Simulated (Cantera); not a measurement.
Cantera run:

```python
import numpy as np
import cantera as ct

gas_names = """
    C CH CH2 CH3 CH4 C2 C2H C2H2,acetylene C2H2,vinylidene C2H3,vinyl C2H4 C2H5 C2H6 C3 C3H3,propargyl
    C3H4,allene C3H4,propyne C3H4,cyclo- C3H5,allyl C3H6,propylene C3H6,cyclo- C3H7,n-propyl
    C3H7,i-propyl C3H8 C4 C4H2 C4H4,1,3-cyclo- C4H6,butadiene C4H6,2-butyne C4H6,cyclo- C4H8,1-butene
    C4H8,cis2-buten C4H8,tr2-butene C4H8,isobutene C4H8,cyclo- C4H9,n-butyl C4H9,i-butyl C4H9,s-butyl
    C4H9,t-butyl C4H10,isobutane C4H10,n-butane C5 C5H6,1,3cyclo- C5H8,cyclo- C5H10,1-pentene
    C5H10,cyclo- C5H11,pentyl C5H11,t-pentyl C5H12,n-pentane C5H12,i-pentane CH3C(CH3)2CH3 C6H2
    C6H5,phenyl C6H6 C6H10,cyclo- C6H12,1-hexene C6H12,cyclo- C6H13,n-hexyl C7H7,benzyl C7H8
    C7H14,1-heptene C7H15,n-heptyl C7H16,n-heptane C8H8,styrene C8H10,ethylbenz C8H16,1-octene
    C8H17,n-octyl C8H18,isooctane C8H18,n-octane C9H19,n-nonyl C10H8,naphthale C10H21,n-decyl
    C12H9,o-bipheny C12H10,bipheny H H2
""".split()
cond_names = """
    C(gr) C6H6(L) C7H8(L) C8H18(L),n-octa
""".split()


def load(file, names, dense=False):
    # The tables refer to 1 bar. Condensed volumes are neglected.
    table = {s.name: s for s in ct.Species.list_from_file(file)}
    out = []
    for n in names:
        d = dict(table[n].input_data)
        d["thermo"] = dict(d["thermo"], **{"reference-pressure": 1e5})
        if dense:
            d["equation-of-state"] = {"model": "constant-volume", "density": "1e6 g/cm^3"}
        out.append(ct.Species.from_dict(d))
    return out


gas = ct.Solution(thermo="ideal-gas", species=load("nasa_gas.yaml", gas_names))
cond = {s.name: ct.Solution(thermo="fixed-stoichiometry", species=[s], name=s.name)
        for s in load("nasa_condensed.yaml", cond_names, dense=True)}
atoms = {
    'toluene': {'C': 7, 'H': 8},
    'H2': {'H': 2},
}
top_T = {'C(gr)': 4500}  # K; cautious upper limits of use, not melting points


def equilibrate(T, P, feed):
    n = {}
    for name, mol in feed.items():
        for a, k in atoms[name].items():
            n[a] = n.get(a, 0.0) + k * mol
    gas.TPX = T, P, n
    mass = sum(n.values()) * gas.mean_molecular_weight
    gas.equilibrate("TP")
    valid = [c for c in cond.values() if c.min_temp <= T <= top_T.get(c.name, c.max_temp)]
    mix = ct.Mixture([(gas, mass / gas.mean_molecular_weight)] + [(c, 0.0) for c in valid])
    mix.T, mix.P = T, P
    mix.equilibrate("TP", solver="vcs", rtol=1e-11, max_steps=5000)
    return mix


results = []
feed = {'toluene': 1, 'H2': 79}  # mol
T = 2123  # K
for P in [10, 46, 220, 1000, 4600, 22000, 100000, 460000, 2200000, 10000000]:
    mix = equilibrate(T, P, feed)
    results.append((T, P, feed, dict(zip(mix.species_names, mix.species_moles))))
    x = sorted(zip(gas.X, gas.species_names), reverse=True)
    print(f"T = {T:g} K  P = {P:g} Pa  gas = {mix.phase_moles(0):.4g} mol")
    print("   x: " + "  ".join(f"{s} {v:.3e}" for v, s in x if v > 0.001))
    print("   condensed (mol): " + ("  ".join(f"{mix.phase(i).name} {mix.phase_moles(i):.4g}"
          for i in range(1, mix.n_phases) if mix.phase_moles(i) > 1e-12) or "none"))
```

Result:

```
T = 2123 K  P = 10 Pa  gas = 97.64 mol
   x: H2 6.989e-01  H 2.999e-01  C2H2,acetylene 1.157e-03
   condensed (mol): C(gr) 6.769
T = 2123 K  P = 46 Pa  gas = 89.91 mol
   x: H2 8.448e-01  H 1.537e-01  C2H2,acetylene 1.399e-03
   condensed (mol): C(gr) 6.746
T = 2123 K  P = 220 Pa  gas = 86.17 mol
   x: H2 9.249e-01  H 7.356e-02  C2H2,acetylene 1.532e-03
   condensed (mol): C(gr) 6.735
T = 2123 K  P = 1000 Pa  gas = 84.49 mol
   x: H2 9.632e-01  H 3.521e-02  C2H2,acetylene 1.595e-03
   condensed (mol): C(gr) 6.729
T = 2123 K  P = 4600 Pa  gas = 83.69 mol
   x: H2 9.818e-01  H 1.657e-02  C2H2,acetylene 1.626e-03
   condensed (mol): C(gr) 6.726
T = 2123 K  P = 22000 Pa  gas = 83.31 mol
   x: H2 9.907e-01  H 7.613e-03  C2H2,acetylene 1.641e-03
   condensed (mol): C(gr) 6.719
T = 2123 K  P = 100000 Pa  gas = 83.12 mol
   x: H2 9.944e-01  H 3.578e-03  C2H2,acetylene 1.647e-03
   condensed (mol): C(gr) 6.697
T = 2123 K  P = 460000 Pa  gas = 82.95 mol
   x: H2 9.952e-01  H 1.669e-03  C2H2,acetylene 1.648e-03  CH4 1.423e-03
   condensed (mol): C(gr) 6.6
T = 2123 K  P = 2.2e+06 Pa  gas = 82.46 mol
   x: H2 9.906e-01  CH4 6.746e-03  C2H2,acetylene 1.641e-03
   condensed (mol): C(gr) 6.142
T = 2123 K  P = 1e+07 Pa  gas = 80.6 mol
   x: H2 9.680e-01  CH4 2.928e-02  C2H2,acetylene 1.603e-03
   condensed (mol): C(gr) 4.269
```

These are equilibrium values from Cantera (NASA tables, ideal gas, pure condensed phases), not measurements of a reactor. The ideal-gas law is rough above about 30 bar.
